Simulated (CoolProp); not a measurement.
Vapour-liquid equilibrium of cis-2-butene (1) + acetone (2) at 110 kPa; x and y are mole fractions of (1).

Values from CoolProp's multi-fluid Helmholtz-energy mixture model, Lemmon 2005 and Lemmon 2006; pair parameters Bell 2016.

### Question
Give the bubble temperature and the first vapour's composition at x = 0.05, 0.35, 0.95. Is there an azeotrope?

### Answer
x = 0.05: 318.3 K, y = 0.393; x = 0.35: 288.5 K, y = 0.860; x = 0.95: 279.7 K, y = 0.976. No azeotrope shows between x = 0.05 and 0.95.

The pair parameters rest on a limited set of measurements; away from them the model extrapolates. With so large a gap from Raoult's law the liquid may split in two, which this calculation doesn't test in full.
